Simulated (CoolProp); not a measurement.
Properties of dodecamethylpentasiloxane (MD3M) along the isobar 2.13 MPa (Tc = 628.0 K, pc = 0.9540 MPa, ω = 0.730).

Model: reference Helmholtz-energy equation of state, Thol 2019, in CoolProp.

```json
[
 {"T (K)": "553", "phase": "liquid", "Z": "0.2936", "isothermal compressibility (1/MPa)": "0.01770", "expansivity (1/kK)": "2.170"},
 {"T (K)": "559.1", "phase": "liquid", "Z": "0.2944", "isothermal compressibility (1/MPa)": "0.01941", "expansivity (1/kK)": "2.252"},
 {"T (K)": "565.2", "phase": "liquid", "Z": "0.2953", "isothermal compressibility (1/MPa)": "0.02138", "expansivity (1/kK)": "2.343"},
 {"T (K)": "571.3", "phase": "liquid", "Z": "0.2964", "isothermal compressibility (1/MPa)": "0.02363", "expansivity (1/kK)": "2.443"},
 {"T (K)": "577.4", "phase": "liquid", "Z": "0.2978", "isothermal compressibility (1/MPa)": "0.02623", "expansivity (1/kK)": "2.555"},
 {"T (K)": "583.4", "phase": "liquid", "Z": "0.2994", "isothermal compressibility (1/MPa)": "0.02919", "expansivity (1/kK)": "2.677"},
 {"T (K)": "589.5", "phase": "liquid", "Z": "0.3013", "isothermal compressibility (1/MPa)": "0.03271", "expansivity (1/kK)": "2.815"},
 {"T (K)": "595.6", "phase": "liquid", "Z": "0.3035", "isothermal compressibility (1/MPa)": "0.03686", "expansivity (1/kK)": "2.971"},
 {"T (K)": "601.7", "phase": "liquid", "Z": "0.3061", "isothermal compressibility (1/MPa)": "0.04178", "expansivity (1/kK)": "3.147"},
 {"T (K)": "607.8", "phase": "liquid", "Z": "0.3091", "isothermal compressibility (1/MPa)": "0.04767", "expansivity (1/kK)": "3.346"},
 {"T (K)": "613.9", "phase": "liquid", "Z": "0.3126", "isothermal compressibility (1/MPa)": "0.05477", "expansivity (1/kK)": "3.574"},
 {"T (K)": "620", "phase": "liquid", "Z": "0.3166", "isothermal compressibility (1/MPa)": "0.06340", "expansivity (1/kK)": "3.834"}
]
```
